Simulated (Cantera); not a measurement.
What does this Cantera script print?

```python
import numpy as np
import cantera as ct

gas_names = """
    CL CL2 H HCL H2 Si SiCL SiCL2 SiCL3 SiCL4 SiH SiHCL3 SiH2 SiH2CL2 SiH3 SiH3CL SiH4 Si2 Si3
""".split()
cond_names = """
    Si(cr) Si(L)
""".split()


# ... load() reads the species with a 1 bar reference pressure and builds the phases ...
atoms = {
    'SiH2Cl2': {'Si': 1, 'H': 2, 'CL': 2},
    'H2': {'H': 2},
    'HCl': {'H': 1, 'CL': 1},
}
top_T = {}  # K; cautious upper limits of use, not melting points


# ... equilibrate(T, P, feed) seeds the gas with the atoms and calls Mixture.equilibrate('TP', solver="vcs", rtol=1e-11, max_steps=5000) ...
results = []
feed = {'SiH2Cl2': 1, 'H2': 94, 'HCl': 0.086}  # mol
P = 200  # Pa
for T in [1025, 1100, 1175, 1250, 1325, 1400, 1475, 1550, 1625, 1700, 1775, 1850, 1925]:
    mix = equilibrate(T, P, feed)
    results.append((T, P, feed, dict(zip(mix.species_names, mix.species_moles))))
    x = sorted(zip(gas.X, gas.species_names), reverse=True)
    print(f"T = {T:g} K  P = {P:g} Pa  gas = {mix.phase_moles(0):.4g} mol")
    print("   x: " + "  ".join(f"{s} {v:.3e}" for v, s in x if v > 1e-06))
    print("   condensed (mol): " + ("  ".join(f"{mix.phase(i).name} {mix.phase_moles(i):.4g}"
          for i in range(1, mix.n_phases) if mix.phase_moles(i) > 1e-12) or "none"))
```

It prints:

```
T = 1025 K  P = 200 Pa  gas = 96.02 mol
   x: H2 9.808e-01  HCL 1.787e-02  SiCL2 5.809e-04  SiCL4 4.329e-04  SiHCL3 2.042e-04  SiCL3 1.098e-04  SiH2CL2 1.069e-05
   condensed (mol): Si(cr) 0.8715
T = 1100 K  P = 200 Pa  gas = 96.07 mol
   x: H2 9.795e-01  HCL 1.953e-02  SiCL2 7.929e-04  SiCL4 6.529e-05  SiCL3 6.099e-05  SiHCL3 4.830e-05  SiH2CL2 4.283e-06
   condensed (mol): Si(cr) 0.9066
T = 1175 K  P = 200 Pa  gas = 96.08 mol
   x: H2 9.793e-01  HCL 1.973e-02  SiCL2 9.068e-04  SiCL3 2.988e-05  SiHCL3 1.126e-05  SiCL4 9.621e-06  H 2.713e-06  SiH2CL2 1.690e-06
   condensed (mol): Si(cr) 0.9078
T = 1250 K  P = 200 Pa  gas = 96.09 mol
   x: H2 9.793e-01  HCL 1.966e-02  SiCL2 9.931e-04  SiCL3 1.537e-05  H 1.070e-05  SiHCL3 3.020e-06  SiCL4 1.704e-06
   condensed (mol): Si(cr) 0.9026
T = 1325 K  P = 200 Pa  gas = 96.09 mol
   x: H2 9.793e-01  HCL 1.954e-02  SiCL2 1.068e-03  H 3.619e-05  SiCL3 8.465e-06
   condensed (mol): Si(cr) 0.8963
T = 1400 K  P = 200 Pa  gas = 96.09 mol
   x: H2 9.793e-01  HCL 1.942e-02  SiCL2 1.136e-03  H 1.076e-04  SiCL3 4.958e-06  CL 1.757e-06
   condensed (mol): Si(cr) 0.8901
T = 1475 K  P = 200 Pa  gas = 96.1 mol
   x: H2 9.792e-01  HCL 1.930e-02  SiCL2 1.197e-03  H 2.870e-04  CL 4.582e-06  SiCL3 3.063e-06  Si 2.875e-06  SiCL 2.272e-06  SiH2 1.057e-06
   condensed (mol): Si(cr) 0.884
T = 1550 K  P = 200 Pa  gas = 96.12 mol
   x: H2 9.788e-01  HCL 1.917e-02  SiCL2 1.252e-03  H 6.968e-04  Si 1.661e-05  CL 1.090e-05  SiCL 6.957e-06  SiH2 2.734e-06  SiCL3 1.980e-06  SiH 1.931e-06
   condensed (mol): Si(cr) 0.8768
T = 1625 K  P = 200 Pa  gas = 96.17 mol
   x: H2 9.780e-01  HCL 1.905e-02  H 1.560e-03  SiCL2 1.299e-03  Si 8.145e-05  CL 2.392e-05  SiCL 1.915e-05  SiH 7.177e-06  SiH2 6.465e-06  SiCL3 1.330e-06
   condensed (mol): Si(cr) 0.8639
T = 1700 K  P = 200 Pa  gas = 96.28 mol
   x: H2 9.760e-01  HCL 1.893e-02  H 3.255e-03  SiCL2 1.316e-03  Si 3.393e-04  CL 4.910e-05  SiCL 4.716e-05  SiH 2.319e-05  SiH2 1.385e-05  Si2 1.487e-06
   condensed (mol): Si(L) 0.832
T = 1775 K  P = 200 Pa  gas = 96.51 mol
   x: H2 9.720e-01  HCL 1.903e-02  H 6.381e-03  SiCL2 1.194e-03  Si 1.098e-03  CL 9.600e-05  SiCL 9.534e-05  SiH 5.939e-05  SiH2 2.433e-05  Si2 6.143e-06  Si3 1.482e-06
   condensed (mol): Si(L) 0.7599
T = 1850 K  P = 200 Pa  gas = 97 mol
   x: H2 9.643e-01  HCL 1.899e-02  H 1.183e-02  Si 3.224e-03  SiCL2 1.080e-03  SiCL 1.808e-04  CL 1.770e-04  SiH 1.404e-04  SiH2 4.066e-05  Si2 2.256e-05  Si3 5.225e-06
   condensed (mol): Si(L) 0.5415
T = 1925 K  P = 200 Pa  gas = 97.98 mol
   x: H2 9.500e-01  H 2.084e-02  HCL 1.878e-02  Si 8.406e-03  SiCL2 9.408e-04  SiCL 3.134e-04  CL 3.098e-04  SiH 2.983e-04  Si2 6.974e-05  SiH2 6.254e-05  Si3 1.500e-05
   condensed (mol): none
```

Method: chemical equilibrium by Gibbs-energy minimisation in Cantera with the NASA 1993 tables (ideal gas, pure condensed phases). The tables' values for SiCl, SiCl3 are old estimates; treat these amounts as uncertain. Gases not in the tables: Si2H6 and higher silanes.
